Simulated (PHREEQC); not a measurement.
Acid rinse or clean (model solution)

Dissolve 0.016 mol HF, 0.00089 mol CuSO4 and 0.23 mol KCl per kg of water at 25 °C. Closed to the air; pH follows from the charge balance.

Equilibrium calculation in PHREEQC: ion-association model, phreeqc.dat.

Each row changes one thing in this solution. This is a speciation only: nothing precipitates in the calculation.

```
case                                    pH  HF (mol/kgw)  F- (mol/kgw)  Cu+2 (mol/kgw)  SO4-2 (mol/kgw)  KSO4- (mol/kgw)  SI of Sylvite (KCl)
------------------------------------  ----  ------------  ------------  --------------  ---------------  ---------------  -------------------
as made                               2.50        0.0118       0.00383        0.000722         0.000576         0.000243                -2.49
CuSO4 from 0.00089 to 0.0089 mol/kgw  2.53        0.0115       0.00401         0.00683          0.00552          0.00222                -2.50
temperature from 25 to 30 °C          2.52        0.0120       0.00369        0.000692         0.000561         0.000255                -2.51
HF from 0.016 to 0.0176 mol/kgw       2.48        0.0132       0.00404        0.000721         0.000573         0.000241                -2.49
HF from 0.016 to 0.008 mol/kgw        2.68       0.00529       0.00260        0.000725         0.000590         0.000249                -2.49
HF from 0.016 to 0.024 mol/kgw        2.40        0.0186       0.00475        0.000719         0.000565         0.000237                -2.49
temperature from 25 to 20 °C          2.49        0.0117       0.00398        0.000748         0.000590         0.000230                -2.46
diluted 10-fold with water            3.14      0.000768      0.000826         8.48e-5          7.80e-5          6.96e-6                -4.31
```
